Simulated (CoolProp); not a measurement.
Vapour-liquid equilibrium of cyclohexane (1) + n-nonane (2) at 397.7 K; x and y are mole fractions of (1).

Computed with CoolProp (multi-fluid Helmholtz-energy mixture model, Zhou 2014 and Lemmon 2006; pair parameters Bell 2016).

```json
[
 {"x": "0.05", "bubble pressure, mixture model (kPa)": "61.44", "bubble pressure, Raoult's law (kPa)": "61.49", "y, mixture model": "0.252", "y, Raoult's law": "0.261"},
 {"x": "0.2", "bubble pressure, mixture model (kPa)": "99.72", "bubble pressure, Raoult's law (kPa)": "102.4", "y, mixture model": "0.600", "y, Raoult's law": "0.626"},
 {"x": "0.35", "bubble pressure, mixture model (kPa)": "137.1", "bubble pressure, Raoult's law (kPa)": "143.3", "y, mixture model": "0.756", "y, Raoult's law": "0.783"},
 {"x": "0.5", "bubble pressure, mixture model (kPa)": "175.9", "bubble pressure, Raoult's law (kPa)": "184.2", "y, mixture model": "___", "y, Raoult's law": "0.870"},
 {"x": "0.65", "bubble pressure, mixture model (kPa)": "217.1", "bubble pressure, Raoult's law (kPa)": "225.0", "y, mixture model": "0.914", "y, Raoult's law": "0.926"},
 {"x": "0.8", "bubble pressure, mixture model (kPa)": "260.6", "bubble pressure, Raoult's law (kPa)": "265.9", "y, mixture model": "___", "y, Raoult's law": "0.964"},
 {"x": "0.95", "bubble pressure, mixture model (kPa)": "305.5", "bubble pressure, Raoult's law (kPa)": "306.8", "y, mixture model": "___", "y, Raoult's law": "0.992"}
]
```

Question: Some entries are withheld; supply them.

Answer: 
- 0.5, y, mixture model: 0.850
- 0.8, y, mixture model: 0.959
- 0.95, y, mixture model: 0.991

The largest gap from Raoult's law is -4.5 % in bubble pressure, at x = 0.5. No azeotrope shows between x = 0.05 and 0.95.

The pair parameters rest on a limited set of measurements; away from them the model extrapolates.
